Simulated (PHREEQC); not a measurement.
## Metal-bearing waste water: an equilibrium model

Make-up at 25 °C: 0.062 mol FeCl3, 0.0016 mol Na2SeO4, 0.0015 mol H2SO4 and 0.038 mol NaCl per kg of water. Closed to the air; pH follows from the charge balance.

Computed with PHREEQC (ion-association model, wateq4f.dat).

This is a speciation only: nothing precipitates in the calculation.

Problem. Estimate the pH, ionic strength.

Solution. pH 1.93; ionic strength 0.296 mol/kgw.

Problem. In which forms is Cl present?

Solution. Cl- 83 %, FeCl+2 12 %, FeCl2+ 4.8 % of the Cl.

The solution is supersaturated, for example in Hematite (slow to form), Goethite (slow to form), so a real one may precipitate; this is no full list. Species that the database lacks are ignored.
